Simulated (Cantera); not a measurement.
A perfectly stirred reactor is fed with 11.0 % H₂, 11.3 % O₂, 77.7 % N₂, at 135 Torr; it is held at 1275 K, and followed from long to short residence time.

Model: the H2/O2 subset of GRI-Mech 3.0, which has no nitrogen chemistry, integrated in Cantera. The temperature is held fixed by assumption; the heat of reaction is taken as removed at once.

Q: Predict: x(H₂) at τ = 3.80 s; x(O₂) at τ = 3.80 s; x(H₂O₂) at τ = 3.80 s; x(O) at τ = 3.80 s; x(H₂O) at τ = 3.80 s; x(H₂) at τ = 67.0 ms; x(O₂) at τ = 67.0 ms; x(H₂O₂) at τ = 67.0 ms; x(O) at τ = 67.0 ms; x(H₂O) at τ = 67.0 ms.

A: 
```
Property                  Result
----------------------  --------
x(H₂) at τ = 3.80 s      7.40e-5
x(O₂) at τ = 3.80 s       0.0607
x(H₂O₂) at τ = 3.80 s    1.37e-7
x(O) at τ = 3.80 s       4.84e-5
x(H₂O) at τ = 3.80 s       0.117
x(H₂) at τ = 67.0 ms     0.00104
x(O₂) at τ = 67.0 ms      0.0607
x(H₂O₂) at τ = 67.0 ms   5.83e-7
x(O) at τ = 67.0 ms     0.000720
x(H₂O) at τ = 67.0 ms      0.115
```
